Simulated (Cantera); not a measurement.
Cantera run:

```python
import numpy as np
import cantera as ct

gas_names = """
    B BH BH2 BH3 BN B2 H H2 N NH NH2 NH3 N2 N2H2 N2H4
""".split()
cond_names = """
    B(b) B(L) BN(s)
""".split()


# ... load() reads the species with a 1 bar reference pressure and builds the phases ...
atoms = {
    'borazine': {'B': 3, 'N': 3, 'H': 6},
    'NH3': {'N': 1, 'H': 3},
}
top_T = {'BN(s)': 3200}  # K; cautious upper limits of use, not melting points


# ... equilibrate(T, P, feed) seeds the gas with the atoms and calls Mixture.equilibrate('TP', solver="vcs", rtol=1e-11, max_steps=5000) ...
results = []
feed = {'borazine': 1, 'NH3': 21}  # mol
P = 33  # Pa
for T in [1075, 1175, 1275, 1375, 1475, 1575, 1675, 1775, 1875, 1975, 2075, 2175, 2275]:
    mix = equilibrate(T, P, feed)
    results.append((T, P, feed, dict(zip(mix.species_names, mix.species_moles))))
    x = sorted(zip(gas.X, gas.species_names), reverse=True)
    print(f"T = {T:g} K  P = {P:g} Pa  gas = {mix.phase_moles(0):.4g} mol")
    print("   x: " + "  ".join(f"{s} {v:.3e}" for v, s in x if v > 1e-06))
    print("   condensed (mol): " + ("  ".join(f"{mix.phase(i).name} {mix.phase_moles(i):.4g}"
          for i in range(1, mix.n_phases) if mix.phase_moles(i) > 1e-12) or "none"))
```

Output:

```
T = 1075 K  P = 33 Pa  gas = 45 mol
   x: H2 7.667e-01  N2 2.333e-01
   condensed (mol): BN(s) 3
T = 1175 K  P = 33 Pa  gas = 45 mol
   x: H2 7.667e-01  N2 2.333e-01  H 5.909e-06
   condensed (mol): BN(s) 3
T = 1275 K  P = 33 Pa  gas = 45 mol
   x: H2 7.666e-01  N2 2.333e-01  H 3.553e-05
   condensed (mol): BN(s) 3
T = 1375 K  P = 33 Pa  gas = 45 mol
   x: H2 7.665e-01  N2 2.333e-01  H 1.651e-04
   condensed (mol): BN(s) 3
T = 1475 K  P = 33 Pa  gas = 45.01 mol
   x: H2 7.661e-01  N2 2.333e-01  H 6.249e-04
   condensed (mol): BN(s) 3
T = 1575 K  P = 33 Pa  gas = 45.05 mol
   x: H2 7.649e-01  N2 2.331e-01  H 2.001e-03
   condensed (mol): BN(s) 3
T = 1675 K  P = 33 Pa  gas = 45.13 mol
   x: H2 7.617e-01  N2 2.327e-01  H 5.578e-03  BH2 2.584e-06
   condensed (mol): BN(s) 3
T = 1775 K  P = 33 Pa  gas = 45.31 mol
   x: H2 7.544e-01  N2 2.317e-01  H 1.384e-02  BH2 1.529e-05  B 1.100e-06
   condensed (mol): BN(s) 2.999
T = 1875 K  P = 33 Pa  gas = 45.71 mol
   x: H2 7.391e-01  N2 2.297e-01  H 3.102e-02  BH2 7.395e-05  B 2.017e-05  BH 1.178e-06
   condensed (mol): BN(s) 2.996
T = 1975 K  P = 33 Pa  gas = 47.65 mol
   x: H2 6.923e-01  N2 2.444e-01  H 6.267e-02  BH2 2.802e-04  B 2.650e-04  BH 1.007e-05  BN 2.788e-06
   condensed (mol): B(b) 2.269  BN(s) 0.7042
T = 2075 K  P = 33 Pa  gas = 49.47 mol
   x: H2 6.384e-01  N2 2.426e-01  H 1.172e-01  B 1.344e-03  BH2 4.523e-04  BH 3.427e-05  BN 1.091e-05
   condensed (mol): B(b) 2.909
T = 2175 K  P = 33 Pa  gas = 52.05 mol
   x: H2 5.614e-01  N2 2.305e-01  H 2.014e-01  B 5.860e-03  BH2 6.605e-04  BH 1.011e-04  BN 3.675e-05
   condensed (mol): B(b) 2.653
T = 2275 K  P = 33 Pa  gas = 56.67 mol
   x: H2 4.509e-01  H 3.138e-01  N2 2.117e-01  B 2.239e-02  BH2 8.411e-04  BH 2.571e-04  BN 1.088e-04  B2 1.483e-06
   condensed (mol): B(b) 1.662
```

Cantera equilibrium calculation (NASA polynomials, part measured and part estimated; ideal gas, pure solids and liquids). The feed counts by its element totals alone. Mutual solubility and eutectic melting of coexisting phases are not modelled. The tables' values for BH2 are old estimates; treat these amounts as uncertain.
